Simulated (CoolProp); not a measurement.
A single-stage vapour-compression cycle with the fluid: evaporating at 235.15 K (dew point), condensing at 279.15 K (bubble point), superheat 2 K, subcooling 8 K, compressor efficiency 0.65, no pressure losses. The same conditions are run with several fluids, on thermodynamics alone (safety and materials aside).

Computed with CoolProp (reference Helmholtz-energy equation of state of each fluid (chlorine: Thol 2021; CH3F (R41): Lemmon 2006; R404A: Lemmon 2003; R152A: Outcalt 1996; n-butane: Bücker 2006; C2F6 (R116): Lemmon 2006)). Blends and air are pseudo-pure fits.

Task: Rank chlorine, CH3F (R41), R404A, R152A, n-butane, C2F6 (R116) by cooling COP, highest first.

Result: n-butane (3.14), R152A (3.10), chlorine (2.98), R404A (2.94), CH3F (R41) (2.80), C2F6 (R116) (2.39)

```
fluid        pressure ratio  discharge temperature (K)  refrigerating effect (kJ/kg)  volumetric capacity (kJ/m³)
-----------  --------------  -------------------------  ----------------------------  ---------------------------
chlorine               5.28                      416.9                           256                          796
CH3F (R41)             3.87                      353.7                           341                         4170
R404A                  5.12                      307.5                           149                         1120
R152A                  6.23                      333.6                           285                          512
n-butane               6.89                      307.6                           339                          189
C2F6 (R116)            3.71                      289.0                          55.9                         2670
```
